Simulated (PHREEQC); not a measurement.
Make-up at 30 °C: 0.0015 mol SrCl2 per kg of water. Closed to the air; pH follows from the charge balance.

Model: Pitzer model, pitzer.dat, run in PHREEQC.

Precipitation was switched off in this run.

Task: Estimate the specific conductance, osmotic coefficient.

Result: specific conductance 423 µS/cm; osmotic coefficient 0.954.

Complexes and solids missing from the database can't appear.
